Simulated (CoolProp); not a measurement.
Properties of vinyl chloride along the isotherm 430 K (Tc = 425.0 K, pc = 56.00 bar, ω = 0.160).

Values from CoolProp's reference Helmholtz-energy equation of state, Thol 2022.

```json
[
 {"p (bar)": "11.7", "phase": "gas", "cv (kJ/(kg K))": "0.9734", "speed of sound (m/s)": "242.1", "Joule-Thomson coefficient (K/MPa)": "10.25", "isothermal compressibility (1/MPa)": "0.9219", "expansivity (1/kK)": "[?]"},
 {"p (bar)": "23.3", "phase": "gas", "cv (kJ/(kg K))": "0.9957", "speed of sound (m/s)": "227.1", "Joule-Thomson coefficient (K/MPa)": "11.26", "isothermal compressibility (1/MPa)": "0.5146", "expansivity (1/kK)": "3.903"},
 {"p (bar)": "35", "phase": "gas", "cv (kJ/(kg K))": "1.027", "speed of sound (m/s)": "[?]", "Joule-Thomson coefficient (K/MPa)": "[?]", "isothermal compressibility (1/MPa)": "0.4041", "expansivity (1/kK)": "[?]"},
 {"p (bar)": "46.7", "phase": "gas", "cv (kJ/(kg K))": "1.078", "speed of sound (m/s)": "188.1", "Joule-Thomson coefficient (K/MPa)": "13.94", "isothermal compressibility (1/MPa)": "[?]", "expansivity (1/kK)": "10.69"},
 {"p (bar)": "58.3", "phase": "supercritical", "cv (kJ/(kg K))": "1.190", "speed of sound (m/s)": "161.5", "Joule-Thomson coefficient (K/MPa)": "13.58", "isothermal compressibility (1/MPa)": "1.002", "expansivity (1/kK)": "59.73"},
 {"p (bar)": "70", "phase": "supercritical", "cv (kJ/(kg K))": "[?]", "speed of sound (m/s)": "239.1", "Joule-Thomson coefficient (K/MPa)": "3.567", "isothermal compressibility (1/MPa)": "0.1085", "expansivity (1/kK)": "18.45"},
 {"p (bar)": "81.7", "phase": "supercritical", "cv (kJ/(kg K))": "1.107", "speed of sound (m/s)": "293.8", "Joule-Thomson coefficient (K/MPa)": "2.206", "isothermal compressibility (1/MPa)": "0.04954", "expansivity (1/kK)": "10.27"},
 {"p (bar)": "93.3", "phase": "supercritical", "cv (kJ/(kg K))": "1.095", "speed of sound (m/s)": "332.6", "Joule-Thomson coefficient (K/MPa)": "1.604", "isothermal compressibility (1/MPa)": "0.03269", "expansivity (1/kK)": "7.629"},
 {"p (bar)": "105", "phase": "supercritical", "cv (kJ/(kg K))": "[?]", "speed of sound (m/s)": "364.5", "Joule-Thomson coefficient (K/MPa)": "1.239", "isothermal compressibility (1/MPa)": "0.02448", "expansivity (1/kK)": "6.237"},
 {"p (bar)": "117", "phase": "supercritical", "cv (kJ/(kg K))": "1.083", "speed of sound (m/s)": "392.5", "Joule-Thomson coefficient (K/MPa)": "0.9847", "isothermal compressibility (1/MPa)": "0.01953", "expansivity (1/kK)": "5.340"},
 {"p (bar)": "128", "phase": "supercritical", "cv (kJ/(kg K))": "1.080", "speed of sound (m/s)": "415.3", "Joule-Thomson coefficient (K/MPa)": "0.8116", "isothermal compressibility (1/MPa)": "0.01650", "expansivity (1/kK)": "4.764"},
 {"p (bar)": "140", "phase": "supercritical", "cv (kJ/(kg K))": "1.078", "speed of sound (m/s)": "437.9", "Joule-Thomson coefficient (K/MPa)": "0.6647", "isothermal compressibility (1/MPa)": "0.01413", "expansivity (1/kK)": "4.293"}
]
```

Q: Fill in the missing entries.

A: 
- 11.7, expansivity (1/kK): 2.931
- 35, speed of sound (m/s): 209.3
- 35, Joule-Thomson coefficient (K/MPa): 12.53
- 35, expansivity (1/kK): 5.772
- 46.7, isothermal compressibility (1/MPa): 0.4107
- 70, cv (kJ/(kg K)): 1.131
- 105, cv (kJ/(kg K)): 1.088
